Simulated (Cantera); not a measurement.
Thermodynamics of silicon carbide growth, feed CH3SiCl3 + CH4 + H2

Input: 1 mol CH3SiCl3, 0.099 mol CH4, 11 mol H2, at 1748.15 K.

Cantera equilibrium calculation (NASA polynomials, part measured and part estimated; ideal gas, pure solids and liquids). Candidate condensed phases: C, C6H6, C7H8, C8H18, Si, SiC; 109 gas species. The feed counts by its element totals alone. The tables' values for SiCl3, SiCl are old estimates; treat these amounts as uncertain. The numbers say what is thermodynamically allowed, not how fast it happens.

```tsv
P (Pa)	log p H2	log p HCl	log p H	log p SiCl2	log p Cl	n C(graphite)	n SiC(s)
100	-3.10	-3.69	-5.19	-5.48	-5.89	0.144	0.952
400	-2.50	-3.09	-4.89	-4.88	-5.59	0.144	0.952
1600	-1.90	-2.49	-4.59	-4.28	-5.29	0.144	0.952
6300	-1.30	-1.89	-4.29	-3.68	-4.99	0.145	0.951
25000	-0.70	-1.29	-3.99	-3.08	-4.69	0.145	0.949
100000	-0.10	-0.69	-3.69	-2.49	-4.40	0.145	0.944
```
log p: log10 of the partial pressure in bar; n: condensed amount in mol.

From 100 Pa to 100000 Pa the condensed part is C(graphite) + SiC(s). The main Si-bearing gas is SiCl2 throughout.
